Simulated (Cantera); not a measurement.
What does this Cantera script print?

```python
import numpy as np
import cantera as ct

gas = ct.Solution("gri30.yaml")
gas.TPX = 523, 500000, {'CH4': 1, 'O2': 1.82, 'N2': 5.27}
flame = ct.FreeFlame(gas, width=0.013)
flame.set_refine_criteria(ratio=3, slope=0.08, curve=0.16)
flame.transport_model = "mixture-averaged"
flame.solve(loglevel=0, auto=True)
z, T = flame.grid, flame.T
thick = (T[-1] - T[0]) / np.gradient(T, z).max()
show = ['CH4', 'O2', 'HO2', 'C2H4', 'H', 'CH2CO']
print(f"laminar burning velocity  {flame.velocity[0] * 100:.3f} cm/s")
print(f"burnt temperature         {T[-1]:.1f} K")
print(f"thermal thickness         {thick * 1e3:.4f} mm")
print(f"grid points               {len(z)}")
z0 = z[flame.heat_release_rate.argmax()]
print(f"{'z/mm':>9s}{'T/K':>9s}{'u/(m/s)':>9s}" + "".join(f"{s:>11s}" for s in show))
rows = []
for k in (-3, -2, -1.5, -1, -0.5, -0.25, 0, 0.25, 0.5, 1, 2, 4, 8):
    zz = z0 + k * thick
    rows.append([k * thick, np.interp(zz, z, T), np.interp(zz, z, flame.velocity),
                 *(np.interp(zz, z, flame.X[gas.species_index(s)]) for s in show)])
    print(f"{rows[-1][0] * 1e3:9.3f}{rows[-1][1]:9.1f}{rows[-1][2]:9.3f}" + "".join(f"{x:11.3e}" for x in rows[-1][3:]))
```

It prints:

```
laminar burning velocity  91.099 cm/s
burnt temperature         2574.0 K
thermal thickness         0.0756 mm
grid points               156
     z/mm      T/K  u/(m/s)        CH4         O2        HO2       C2H4          H      CH2CO
   -0.227    523.2    0.912  1.234e-01  2.247e-01  8.301e-08  2.512e-08  1.013e-14  1.319e-09
   -0.151    525.7    0.919  1.229e-01  2.240e-01  1.103e-06  4.548e-07  1.958e-12  2.993e-08
   -0.113    536.1    0.940  1.217e-01  2.227e-01  5.792e-06  3.069e-06  7.564e-11  2.439e-07
   -0.076    620.4    1.096  1.149e-01  2.156e-01  5.152e-05  4.191e-05  2.398e-08  4.714e-06
   -0.038   1122.2    2.021  7.901e-02  1.700e-01  2.682e-04  5.128e-04  4.637e-05  9.070e-05
   -0.019   1606.7    2.929  4.248e-02  1.179e-01  2.968e-04  1.049e-03  4.992e-04  2.524e-04
    0.000   2047.3    3.765  1.001e-02  6.085e-02  1.283e-04  5.853e-04  2.830e-03  2.335e-04
    0.019   2245.4    4.126  7.693e-04  2.830e-02  2.785e-05  3.162e-05  5.771e-03  3.932e-05
    0.038   2312.4    4.229  3.171e-05  1.689e-02  1.325e-05  3.670e-07  6.703e-03  2.248e-06
    0.076   2384.3    4.333  7.744e-08  1.100e-02  8.259e-06  6.619e-11  6.019e-03  6.082e-09
    0.151   2461.1    4.451  7.604e-12  7.737e-03  5.116e-06  3.136e-16  4.386e-03  4.651e-13
    0.302   2525.6    4.551  2.550e-14  5.234e-03  3.057e-06  1.173e-21  2.991e-03  3.079e-16
    0.605   2563.4    4.608  2.961e-14  3.703e-03  2.013e-06  5.586e-22  2.238e-03  2.559e-16
```

Model: GRI-Mech 3.0 (53 species, 325 reactions), integrated in Cantera. Burning velocities carry a grid error of a few per cent, more on coarse grids.
